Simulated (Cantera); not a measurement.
What does this Cantera script print?

```python
import numpy as np
import cantera as ct

gas_names = """
    N2 VO2 NO
""".split()
cond_names = """
    V2O5(s) V2O5(L)
""".split()


# ... load() reads the species with a 1 bar reference pressure and builds the phases ...
species = {s.name: s for s in load("nasa_gas.yaml", gas_names) + load("nasa_condensed.yaml", cond_names)}
# Each term lists the table entries of one substance; the one whose range holds T is used.
reactions = {
    '2 V2O5 + N2(g) = 4 VO2(g) + 2 NO(g)':
        [(-2, ['V2O5(s)', 'V2O5(L)']), (-1, ['N2']), (4, ['VO2']), (2, ['NO'])],
}


def pick(names, T):
    return next(species[n] for n in names if species[n].thermo.min_temp <= T <= species[n].thermo.max_temp)


results = []
for label, terms in reactions.items():
    print(label)
    print("     T/K   dH/kJ  dS/(J/K)   dG/kJ   log10 K")
    for T in [300, 648, 723, 798, 873, 948, 1023, 1098, 1173]:
        used = [(nu, pick(names, T)) for nu, names in terms]
        dH = sum(nu * s.thermo.h(T) for nu, s in used) / 1e6
        dS = sum(nu * s.thermo.s(T) for nu, s in used) / 1e3
        dG = dH - T * dS / 1e3
        logK = -dG * 1e6 / (ct.gas_constant * T * np.log(10))
        results.append((label, T, dH, dS, dG, logK, [s.name for _, s in used]))
        print(f"{T:8g} {dH:8.1f} {dS:8.1f} {dG:8.1f} {logK:8.2f}")
```

Output:

```
2 V2O5 + N2(g) = 4 VO2(g) + 2 NO(g)
     T/K   dH/kJ  dS/(J/K)   dG/kJ   log10 K
     300   2353.1   1029.5   2044.3  -355.93
     648   2323.5    966.0   1697.6  -136.84
     723   2316.1    955.2   1625.5  -117.44
     798   2308.6    945.3   1554.3  -101.74
     873   2300.8    936.0   1483.7   -88.77
     948   2163.8    790.3   1414.5   -77.94
    1023   2154.5    780.9   1355.6   -69.22
    1098   2145.3    772.2   1297.4   -61.72
    1173   2136.2    764.2   1239.8   -55.21
```

Standard-state values (1 bar) from the NASA 1993 polynomials, evaluated with Cantera. Condensed species are held in their standard states even where they would react or evaporate.
